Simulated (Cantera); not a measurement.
Input: 1 mol SiH2Cl2, a varied amount of O3, equilibrated at 1150 K and 89000 Pa.

Cantera equilibrium calculation (NASA polynomials, part measured and part estimated; ideal gas, pure solids and liquids). Candidate condensed phases: H2O, Si, SiO2; 30 gas species. Mutual solubility and eutectic melting of coexisting phases are not modelled. The tables hold silica as quartz up to 1696 K and as liquid above; real silica turns to tridymite and cristobalite and melts near 1996 K. Equilibrium is a limit: real reactors are often held back by kinetics, nucleation or transport.

Problem. Which condensed phases are stable at each of these points (n(O3) (mol)): 0.14, 0.26, 0.45, 0.8, 1.4, 2.5, 4.5?

Solution. 
| n(O3) (mol) | condensed phases | Si condensed (%) |
|---|---|---|
| 0.14 | Si(s) + SiO2(β-quartz) | 47.2 |
| 0.26 | Si(s) + SiO2(β-quartz) | 47.2 |
| 0.45 | SiO2(β-quartz) | 67.5 |
| 0.8 | SiO2(β-quartz) | 100.0 |
| 1.4 | SiO2(β-quartz) | 100.0 |
| 2.5 | SiO2(β-quartz) | 100.0 |
| 4.5 | SiO2(β-quartz) | 100.0 |

From 0.14 mol O3 to 0.26 mol O3 the condensed part is Si(s) + SiO2(β-quartz). From 0.45 mol O3 to 4.5 mol O3 the condensed part is SiO2(β-quartz).
